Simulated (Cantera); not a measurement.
Charge: 1 mol C2H6, 0.067 mol NH3, 0.33 mol H2O, held at 2875 K and 13.3 mbar.

These are equilibrium values from Cantera (NASA tables, ideal gas, pure condensed phases), not measurements of a reactor. Candidate condensed phases: C, C6H6, C7H8, C8H18, H2O; 136 gas species. Equilibrium is a limit: real reactors are often held back by kinetics, nucleation or transport.

Base state: H 0.546, H2 0.355, CO 0.0624, C2H2 (acetylene) 0.0151, C3 0.00581, HCN 0.00517, C2H 0.00331, N2 0.00295 (mole fractions); condensed: C(graphite).

What changes in the equilibrium state with this change: 0.15 mol N2 added?


| species | before | after |
|---|---|---|
| H | 0.546 | 0.533 |
| H2 | 0.355 | 0.338 |
| CO | 0.0624 | 0.0605 |
| N2 | 0.00295 | 0.0242 |
| HCN | 0.00517 | 0.0144 |
| C2H2 (acetylene) | 0.0151 | 0.0144 |
| C2N2 | 1.61e-6 | 1.32e-5 |
| CN | 0.000724 | 0.00207 |
| HNC | 0.000879 | 0.00246 |
| C4H2 | 0.000268 | 0.000255 |
| C(graphite), mol | 1.33 | 1.26 |

What changes in the equilibrium state with this change: NH3 from 0.067 to 0.031 mol?


| species | before | after |
|---|---|---|
| H | 0.546 | 0.548 |
| H2 | 0.355 | 0.357 |
| CO | 0.0624 | 0.0635 |
| HCN | 0.00517 | 0.00302 |
| N2 | 0.00295 | 0.00100 |
| C2H2 (acetylene) | 0.0151 | 0.0152 |
| CN | 0.000724 | 0.000422 |
| HNC | 0.000879 | 0.000514 |
| CH2 | 1.33e-5 | 1.33e-5 |
| C4H2 | 0.000268 | 0.000270 |
| C(graphite), mol | 1.33 | 1.35 |

What changes in the equilibrium state with this change: NH3 from 0.067 to 0.011 mol?


```csv
species,before,after
H,0.546,0.549
H2,0.355,0.359
CO,0.0624,0.0642
HCN,0.00517,0.00134
N2,0.00295,0.000195
C2H2 (acetylene),0.0151,0.0153
CN,0.000724,0.000186
HNC,0.000879,0.000227
CH2,1.33e-5,1.34e-5
C2H2 (vinylidene),3.53e-5,3.56e-5
C4H2,0.000268,0.000271
"C(graphite), mol",1.33,1.36
```
